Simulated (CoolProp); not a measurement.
Vapour pressure (kPa) of vinyl chloride: the reference equation beside estimates from Tc = 425.0 K, pc = 5600 kPa, ω = 0.160. Clausius-Clapeyron is anchored at 313.9 K with a constant enthalpy of vaporisation of 19.21 kJ/mol.

Model: reference Helmholtz-energy equation of state, Thol 2022, in CoolProp.

```csv
T (K),reference,Lee-Kesler,Clausius-Clapeyron,van der Waals,Redlich-Kwong,Soave-Redlich-Kwong
281.8,234.9,233.6,266.3,846.4,304.6,233.6
288.2,290.1,289.3,319.5,952.8,372.4,289.2
294.6,354.8,354.5,380.3,1068,450.6,354.3
301,429.7,430.2,449.3,1191,540.1,430.1
307.4,515.9,517.5,527.2,1324,641.7,517.6
313.9,616.0,618.8,616.0,1468,758.1,619.5
320.3,727.9,732.3,713.5,1619,886.6,733.7
326.7,854.3,860.3,821.8,1780,1030,863.0
333.1,996.1,1004,941.5,1951,1188,1008
339.5,1154,1164,1073,2132,1363,1171
345.9,1331,1342,1217,2324,1555,1352
```

Absolute difference from the reference over all 11 rows, mean and median: Lee-Kesler 0.5 and 0.6 %, Clausius-Clapeyron 5.8 and 5.5 %, van der Waals 149.8 and 138.3 %, Redlich-Kwong 23.2 and 23.1 %, Soave-Redlich-Kwong 0.7 and 0.6 %.
